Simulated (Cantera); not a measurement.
A jet of H₂ : O₂ : N₂ = 0.014 : 0.15 : 0.79 (molar parts), equivalence ratio 0.047 at 300 K and 0.440 bar hits a platinum plate 5.7 cm away at a mass flux of 0.1 kg/m²/s; the plate temperature is set and raised in steps from an oxygen-covered start.

Model: Deutschmann's 1995 Pt surface mechanism with GRI-Mech 3.0 gas chemistry, integrated in Cantera. Catalytic surfaces can have several steady states; this one follows from the mechanism file's or the stated starting coverage.

x: mole fraction at the wall; θ: surface coverage.

| plate T (K) | wall x H₂ | wall x O₂ | wall x H₂O | wall x OH | θ free Pt | θ O* | θ OH* |
|---|---|---|---|---|---|---|---|
| 500 | 0.00131 | 0.143 | 0.0264 | <1e-8 | 0.0134 | 0.971 | 0.0159 |
| 550 | 0.00130 | 0.143 | 0.0262 | <1e-8 | 0.0142 | 0.977 | 0.00907 |
| 600 | 0.00129 | 0.143 | 0.0260 | <1e-8 | 0.0149 | 0.979 | 0.00566 |
| 650 | 0.00127 | 0.143 | 0.0259 | <1e-8 | 0.0159 | 0.980 | 0.00380 |
| 700 | ___ | 0.143 | 0.0260 | <1e-8 | 0.0186 | 0.979 | 0.00285 |
| 750 | ___ | 0.143 | 0.0264 | <1e-8 | 0.0274 | 0.970 | 0.00251 |
| 800 | ___ | 0.142 | 0.0269 | <1e-8 | 0.0469 | 0.951 | 0.00246 |

Question: Complete the blanks.

Answer: 
- 700, wall x H₂: 0.00114
- 750, wall x H₂: 0.000817
- 800, wall x H₂: 0.000505
